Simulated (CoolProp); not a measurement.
Model: reference Helmholtz-energy equation of state, Gedanitz 2015, in CoolProp.

Q: For cyclopentane, give the phase and the density (kg/m³), cp (kJ/(kg K)), cv (kJ/(kg K)), Joule-Thomson coefficient (K/MPa) at 356.6 K and 1.31 MPa; 403.9 K and 1.31 MPa; 419.7 K and 1.31 MPa.

A: 
- 356.6 K and 1.31 MPa: liquid; density 680, cp 2.12, cv 1.52, Joule-Thomson coefficient -0.283
- 403.9 K and 1.31 MPa: liquid; density 622, cp 2.41, cv 1.73, Joule-Thomson coefficient -0.0749
- 419.7 K and 1.31 MPa: liquid; density 599, cp 2.53, cv 1.80, Joule-Thomson coefficient 0.0356
